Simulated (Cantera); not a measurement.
An isothermal, constant-pressure homogeneous reactor starts with H₂ : O₂ = 0.37 : 1 (molar parts), at 1400 K and 5.48 Torr. Integrator tolerance rtol = 1e-08.

Model: the H2/O2 subset of GRI-Mech 3.0, which has no nitrogen chemistry, integrated in Cantera. Radical loss at walls, strong at low pressure, is not modelled. The temperature is held fixed by assumption; the heat of reaction is taken as removed at once.

What does this change do: temperature 1400 to 1000 K?


```
quantity                                             before                                     after
----------------  -----------------------------------------  ----------------------------------------
x(H₂) at 6.00 s     4.32e-6 (gas-phase equilibrium 2.00e-6)  1.86e-7 (gas-phase equilibrium 3.88e-10)
x(O₂) at 6.00 s         0.688 (gas-phase equilibrium 0.688)       0.688 (gas-phase equilibrium 0.688)
x(HO₂) at 6.00 s    9.34e-8 (gas-phase equilibrium 1.14e-7)   1.69e-8 (gas-phase equilibrium 1.17e-9)
x(OH) at 6.00 s   0.000369 (gas-phase equilibrium 0.000251)   2.00e-5 (gas-phase equilibrium 9.38e-7)
x(H₂O) at 6.00 s        0.312 (gas-phase equilibrium 0.312)       0.312 (gas-phase equilibrium 0.312)
x(O) at 6.00 s      1.99e-5 (gas-phase equilibrium 9.24e-6)   6.92e-7 (gas-phase equilibrium 1.54e-9)
```
